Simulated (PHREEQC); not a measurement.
# Acid mine or pickling water (model solution)

A made-up water analysis in mmol/kgw, 25 °C, pH 3.22, pe 8:

```
constituent  mmol/kgw
-----------  --------
Na               3.18
K                 1.6
Ca               7.97
Mg              0.293
Cl                2.4
S(6)             10.1
Mn(2)          0.0217
Al              0.155
Cu(2)           0.212
F              0.0887
```

Na is adjusted to close the charge balance.
Valence states are taken as typed.

Computed with PHREEQC (ion-association model, phreeqc.dat).

No solid was allowed to form.

Question: Predict the ionic strength.

Answer: ionic strength 0.0312 mol/kgw.

Question: In which forms is Na present?

Answer: Na+ 98 %, NaSO4- 1.9 % of the Na.

Complexes and solids missing from the database can't appear. Fluoro complexes past AlF4- and FeF3 are missing from the database.
